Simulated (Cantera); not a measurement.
Feed: 1 mol SiH₄, 8.4 mol N₂, equilibrated at 1523.15 K.

Cantera equilibrium calculation (NASA polynomials, part measured and part estimated; ideal gas, pure solids and liquids). Candidate condensed phases: Si, Si₃N₄; 18 gas species. Kinetics and transport are ignored.

x: gas mole fraction; n: condensed amount in mol.

```tsv
P (Pa)	x N₂	x H₂	x H	x Si	x NH₃	x Si₂N	x SiH	n Si(s)	n Si₃N₄(s)
5	0.807	0.191	0.00143	0.000362	2.17e-10	4.13e-6	3.27e-6	0.996	0
17	0.794	0.205	0.000804	7.14e-5	8.13e-10	1.00e-6	1.23e-6	0	0.333
59	0.794	0.205	0.000432	8.98e-6	2.83e-9	1.02e-7	2.88e-7	0	0.333
210	0.794	0.205	?	?	?	?	?	0	0.333
710	0.794	0.205	0.000125	1.42e-7	3.41e-8	1.07e-9	1.58e-8	0	0.333
2400	0.794	0.205	6.77e-5	1.87e-8	1.15e-7	1.15e-10	3.83e-9	0	0.333
8400	0.795	0.205	3.62e-5	2.31e-9	4.03e-7	1.15e-11	8.87e-10	0	0.333
29000	0.795	0.205	?	?	?	?	?	0	0.333
100000	0.795	0.205	1.05e-5	3.72e-11	4.80e-6	<1e-12	4.93e-11	0	0.333
```

Task: What belongs in the gaps?

Result: 
- 29000, x H: 1.95e-5
- 29000, x Si: 2.93e-10
- 29000, x NH₃: 1.39e-6
- 29000, x Si₂N: 1.19e-12
- 29000, x SiH: 2.09e-10
- 210, x H: 0.000229
- 210, x Si: 1.08e-6
- 210, x NH₃: 1.01e-8
- 210, x Si₂N: 9.98e-9
- 210, x SiH: 6.56e-8
